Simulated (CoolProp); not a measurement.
Values from CoolProp's reference Helmholtz-energy equation of state, Lemmon 2005. It is a short technical equation, of lower accuracy than the large ones.

Problem. Give the vapour pressure (bar), vapour density (kg/m³), enthalpy of vaporisation (kJ/kg) of saturated isobutene at -83.05, -78.05, -62.95 °C.

Solution. 
```
T (°C)  p (bar)  vapour density (kg/m³)  enthalpy of vaporisation (kJ/kg)
------  -------  ----------------------  --------------------------------
-83.05   0.0123                  0.0437                               457
-78.05   0.0186                  0.0645                               453
-62.95   0.0567                   0.183                               441
```
